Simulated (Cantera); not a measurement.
Feed: 1 mol BaF2, 0.69 mol O2, 410 mol H2, held at 1623.15 K and 1000 Pa.

Method: chemical equilibrium by Gibbs-energy minimisation in Cantera with the NASA 1993 tables (ideal gas, pure condensed phases). Candidate condensed phases: Ba, BaF2, BaO, Ba(OH)2, H2O; 27 gas species. Rates play no part.

### Question
What is the equilibrium state?

### Answer
```json
{
 "x(H2)": "0.993",
 "x(H2O)": "0.00333",
 "x(BaF2)": "0.00145",
 "x(HF)": "0.00102",
 "x(BaF)": "0.000942",
 "x(H)": "0.000690",
 "x(BaOH)": "1.99e-5",
 "x(Ba)": "1.78e-5",
 "x(Ba(OH)2)": "2.07e-6",
 "gas_amount": "411.3 mol",
 "log10 activity of Ba(OH)2(l) (absent)": "-5.82",
 "log10 activity of Ba(l) (absent)": "-5.90"
}
```
